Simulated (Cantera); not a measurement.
**Equilibrium for fluorocarbon and chlorocarbon gases: c-C4F8 + Si**

Input: 1 mol c-C4F8, 0.013 mol Si, held at 0.810 bar.

Method: chemical equilibrium by Gibbs-energy minimisation in Cantera with the NASA 1993 tables (ideal gas, pure condensed phases). Candidate condensed phases: C, Si, SiC; 23 gas species. The feed counts by its element totals alone. The tables' values for SiF3, C2F4, SiF2 are old estimates; treat these amounts as uncertain. Gases not in the tables: C2F6 and larger saturated fluorocarbons. Rates play no part.

| T (K) | x CF4 | x CF2 | x F | x CF | x CF3 | x C3 | x SiF4 | n C(graphite) |
|---|---|---|---|---|---|---|---|---|
| 1623 | 0.993 | 0.000258 | 1.58e-5 | 7.22e-9 | 0.000130 | <1e-12 | 0.00650 | 2.01 |
| 1773 | 0.991 | 0.00147 | 0.000115 | 1.50e-7 | 0.000537 | <1e-12 | 0.00649 | 2.01 |
| 1923 | 0.985 | 0.00633 | 0.000614 | 1.92e-6 | 0.00176 | 4.75e-12 | 0.00647 | 2.01 |
| 2073 | 0.964 | 0.0218 | 0.00257 | 1.69e-5 | 0.00479 | 1.94e-10 | 0.00641 | 1.99 |
| 2223 | 0.912 | 0.0620 | 0.00876 | 0.000109 | 0.0111 | 4.73e-9 | 0.00624 | 1.95 |
| 2373 | 0.799 | 0.147 | 0.0251 | 0.000542 | 0.0215 | 7.62e-8 | 0.00586 | 1.85 |
| 2523 | 0.606 | 0.291 | 0.0609 | 0.00213 | 0.0342 | 8.75e-7 | 0.00518 | 1.66 |
| 2673 | 0.360 | 0.462 | 0.125 | 0.00670 | 0.0419 | 7.56e-6 | 0.00427 | 1.36 |
| 2823 | 0.153 | 0.573 | 0.216 | 0.0168 | 0.0375 | 5.16e-5 | 0.00342 | 1.05 |
| 2973 | 0.0477 | 0.570 | 0.319 | 0.0349 | 0.0251 | 0.000288 | 0.00283 | 0.934 |
| 3123 | 0.0123 | 0.485 | 0.421 | 0.0622 | 0.0140 | 0.00135 | 0.00242 | 1.02 |
| 3273 | 0.00282 | 0.371 | 0.511 | 0.0989 | 0.00680 | 0.00549 | 0.00204 | 1.13 |
| 3423 | 0.000571 | 0.255 | 0.572 | 0.142 | 0.00292 | 0.0196 | 0.00161 | 0.959 |
x: gas mole fraction; n: condensed amount in mol.

From 1623 K to 3423 K the condensed part is C(graphite). The main Si-bearing gas is SiF4 throughout.
